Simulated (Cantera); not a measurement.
## Thermodynamics of silicon nitride deposition, feed SiF₄ + N₂

Input: 1 mol SiF₄, 52 mol N₂, held at 873.15 K and 42.0 Pa.

Equilibrium computed with Cantera from the NASA thermochemical tables; the gas is ideal and each condensed phase is pure. Candidate condensed phases: Si, Si₃N₄; 16 gas species. Kinetics and transport are ignored.

```json
{
  "x(N₂)": "0.981",
  "x(SiF₄)": "0.0189",
  "gas_amount": "53.00 mol",
  "log10 activity of Si(s) (absent)": "-34.44"
}
```
